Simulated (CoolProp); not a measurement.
Propane at 298.15 K and 0.427 MPa is throttled through a valve to 0.138 MPa with no heat exchange. Each further row changes one setting.

Model: reference Helmholtz-energy equation of state, Lemmon 2009, in CoolProp.

```
case                        temperature change (K)  final density (kg/m³)
--------------------------  ----------------------  ---------------------
as stated                                     -5.3                   2.56
outlet pressure 0.0414 MPa                    -7.0                      ?
outlet pressure 0.179 MPa                        ?                      ?
```

**Question.** Fill in the missing entries.

**Answer.** 
- outlet pressure 0.0414 MPa, final density (kg/m³): 0.760
- outlet pressure 0.179 MPa, temperature change (K): -4.5
- outlet pressure 0.179 MPa, final density (kg/m³): 3.33
